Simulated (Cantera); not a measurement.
Feed: 1 mol borazine, 0.86 mol NH3, 9.1 mol H2, held at 14.0 mbar.

Method: chemical equilibrium by Gibbs-energy minimisation in Cantera with the NASA 1993 tables (ideal gas, pure condensed phases). Candidate condensed phases: B, BN; 15 gas species. The feed counts by its element totals alone. Mutual solubility and eutectic melting of coexisting phases are not modelled. The tables' values for BH2 are old estimates; treat these amounts as uncertain. Kinetics and transport are ignored.

x: gas mole fraction; n: condensed amount in mol.

| T (°C) | x H2 | x N2 | x H | x BH2 | n BN(s) | n B(s) |
|---|---|---|---|---|---|---|
| 1750 | 0.953 | 0.0310 | 0.0157 | 0.000313 | 3.00 | 0 |
| 1775 | 0.950 | 0.0310 | 0.0184 | 0.000430 | 2.99 | 0 |
| 1800 | 0.947 | 0.0311 | ___ | 0.000584 | 2.99 | 0 |
| 1825 | 0.940 | 0.0339 | 0.0252 | 0.000752 | 2.91 | 0.0803 |
| 1850 | 0.923 | 0.0474 | 0.0291 | 0.000839 | 2.51 | 0.479 |
| 1875 | 0.900 | ___ | ___ | 0.000928 | ___ | ___ |
| 1900 | 0.870 | 0.0904 | 0.0380 | 0.00101 | 1.14 | 1.84 |

### Question
Complete the blanks.

### Answer

- 1800, x H: 0.0216
- 1875, x N2: 0.0657
- 1875, x H: 0.0334
- 1875, n BN(s): 1.94
- 1875, n B(s): 1.04
